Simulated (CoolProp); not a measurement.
Vapour-liquid equilibrium of carbon dioxide (1) + ethane (2) at 226 K; x and y are mole fractions of (1).

Computed with CoolProp (multi-fluid Helmholtz-energy mixture model, Span 1996 and Bücker 2006; pair parameters Kunz 2012).

```csv
x,bubble pressure (kPa),y at the bubble point,dew pressure at overall composition x (kPa),liquid density (mol/L)
0.05,679.5,0.132,635.1,16.41
0.125,[?],0.273,675.4,16.73
0.2,835.6,[?],[?],17.10
0.275,887.5,0.442,768.3,17.50
0.35,924.8,0.497,820.6,17.97
0.425,950.1,0.540,874.9,18.49
0.5,965.7,0.575,926.8,19.10
0.575,973.6,0.606,965.6,19.79
0.65,974.9,0.636,973.2,20.58
0.725,969.0,0.668,944.2,21.48
0.8,953.1,0.708,897.3,[?]
0.875,919.0,0.767,846.2,23.68
0.95,848.7,0.871,796.4,25.01
```

Question: Some entries are withheld; supply them.

Answer: 
- 0.125, bubble pressure (kPa): 766.9
- 0.2, y at the bubble point: 0.371
- 0.2, dew pressure at overall composition x (kPa): 719.8
- 0.8, liquid density (mol/L): 22.51

y crosses x between x = 0.575 and 0.65: the model has an azeotrope there.

The pair parameters rest on a limited set of measurements; away from them the model extrapolates.
